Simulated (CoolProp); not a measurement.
Vapour-liquid equilibrium of carbon dioxide (1) + isopentane (2) at 225.3 K; x and y are mole fractions of (1).

The numbers come from the multi-fluid Helmholtz-energy mixture model, Span 1996 and Lemmon 2006; pair parameters Kunz 2012 in CoolProp.

| x | bubble pressure (MPa) | y at the bubble point | dew pressure at overall composition x (MPa) | liquid density (mol/L) |
|---|---|---|---|---|
| 0.05 | 0.07653 | 0.967 | 0.002713 | ? |
| 0.15 | 0.2166 | ? | 0.003032 | 10.33 |
| 0.25 | ? | 0.993 | 0.003437 | 11.05 |
| 0.35 | 0.4183 | 0.995 | 0.003966 | 11.91 |
| 0.45 | 0.4778 | 0.995 | 0.004686 | 12.96 |
| 0.55 | 0.5200 | 0.996 | 0.005727 | ? |
| 0.65 | ? | 0.997 | 0.007361 | ? |
| 0.75 | 0.5931 | 0.997 | 0.01030 | 17.85 |
| 0.85 | 0.6410 | 0.998 | 0.01715 | 20.45 |
| 0.95 | 0.7049 | 0.999 | 0.05117 | 23.89 |

What belongs in the gaps?


- 0.05, liquid density (mol/L): 9.742
- 0.15, y at the bubble point: 0.989
- 0.25, bubble pressure (MPa): 0.3325
- 0.55, liquid density (mol/L): 14.25
- 0.65, bubble pressure (MPa): 0.5553
- 0.65, liquid density (mol/L): 15.84

No azeotrope shows between x = 0.05 and 0.95.

Pair parameters are fitted to limited data, so mixtures are less certain than the pure fluids. With so large a gap from Raoult's law the liquid may split in two, which this calculation doesn't test in full.
